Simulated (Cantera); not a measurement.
Standard-state values (1 bar) from the NASA 1993 polynomials, evaluated with Cantera. Values are per mole of reaction as written; species without (g) are pure solids or liquids, kept so even where they would boil at 1 bar.

a) 1.333 B + O₂(g) ⇌ 0.6667 B₂O₃(g)
b) 2 Pb + O₂(g) ⇌ 2 PbO(g)
c) 1.333 Ti + O₂(g) ⇌ 0.6667 Ti₂O₃
d) 4 Al + O₂(g) ⇌ 2 Al₂O(g)
e) 2 Ti + O₂(g) ⇌ 2 TiO(g)

### Question
Order these by ΔG° at 2073 K, most negative first.

### Answer
c (-646 kJ), d (-555 kJ), a (-502 kJ), e (-256 kJ), b (-95 kJ)
